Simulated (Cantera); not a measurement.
## Transport properties of process gases

Gas mixture: C3H8 = 0.6 (molar parts), at 0.890 bar, frozen composition.

Cantera's kinetic-theory transport with the Lennard-Jones parameters of GRI-Mech 3.0, ideal gas; thermal conductivity in the mixture-averaged form. The composition is frozen, though it would react at the higher temperatures.

```json
[
 {"T (K)": "400", "ρ (kg/m³)": "1.18", "cp (J/kg/K)": "2134", "μ (µPa s)": "10.9", "λ (mW/m/K)": "30.7", "Pr": "0.756", "D (cm²/s) H2": "0.882", "D (cm²/s) H2O": "0.231", "D (cm²/s) OH": "0.332"},
 {"T (K)": "650", "ρ (kg/m³)": "0.726", "cp (J/kg/K)": "3083", "μ (µPa s)": "16.5", "λ (mW/m/K)": "67.4", "Pr": "0.756", "D (cm²/s) H2": "2.02", "D (cm²/s) H2O": "0.592", "D (cm²/s) OH": "0.775"},
 {"T (K)": "900", "ρ (kg/m³)": "0.524", "cp (J/kg/K)": "3749", "μ (µPa s)": "21.2", "λ (mW/m/K)": "105", "Pr": "0.758", "D (cm²/s) H2": "3.48", "D (cm²/s) H2O": "1.08", "D (cm²/s) OH": "1.35"},
 {"T (K)": "1150", "ρ (kg/m³)": "0.410", "cp (J/kg/K)": "4195", "μ (µPa s)": "25.4", "λ (mW/m/K)": "141", "Pr": "0.753", "D (cm²/s) H2": "5.24", "D (cm²/s) H2O": "1.68", "D (cm²/s) OH": "2.04"},
 {"T (K)": "1400", "ρ (kg/m³)": "0.337", "cp (J/kg/K)": "4523", "μ (µPa s)": "29.1", "λ (mW/m/K)": "176", "Pr": "0.750", "D (cm²/s) H2": "7.27", "D (cm²/s) H2O": "2.37", "D (cm²/s) OH": "2.83"},
 {"T (K)": "1650", "ρ (kg/m³)": "0.286", "cp (J/kg/K)": "4780", "μ (µPa s)": "32.6", "λ (mW/m/K)": "208", "Pr": "0.750", "D (cm²/s) H2": "9.55", "D (cm²/s) H2O": "3.15", "D (cm²/s) OH": "3.72"},
 {"T (K)": "1900", "ρ (kg/m³)": "0.248", "cp (J/kg/K)": "4978", "μ (µPa s)": "35.8", "λ (mW/m/K)": "238", "Pr": "0.749", "D (cm²/s) H2": "12.1", "D (cm²/s) H2O": "4.02", "D (cm²/s) OH": "4.71"},
 {"T (K)": "2150", "ρ (kg/m³)": "0.220", "cp (J/kg/K)": "5126", "μ (µPa s)": "38.8", "λ (mW/m/K)": "266", "Pr": "0.749", "D (cm²/s) H2": "14.8", "D (cm²/s) H2O": "4.96", "D (cm²/s) OH": "5.78"},
 {"T (K)": "2400", "ρ (kg/m³)": "0.197", "cp (J/kg/K)": "5234", "μ (µPa s)": "41.7", "λ (mW/m/K)": "292", "Pr": "0.747", "D (cm²/s) H2": "17.8", "D (cm²/s) H2O": "5.97", "D (cm²/s) OH": "6.94"}
]
```
D: mixture-averaged diffusion coefficient of that species in the mixture.
